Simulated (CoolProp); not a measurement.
Values from CoolProp's reference Helmholtz-energy equation of state, Zhou 2012.

**Question.** Give the vapour pressure (MPa), liquid cp (kJ/(kg K)), vapour Z, surface tension (mN/m) of saturated p-xylene at 463.2, 490.6, 512.5 K.

**Answer.** 
```csv
T (K),p (MPa),liquid cp (kJ/(kg K)),vapour Z,surface tension (mN/m)
463.2,0.339,2.32,0.893,11.5
490.6,0.572,2.44,0.847,9.03
512.5,0.834,2.55,0.802,7.16
```

Surface tension comes from a separate correlation (Mulero 2014).
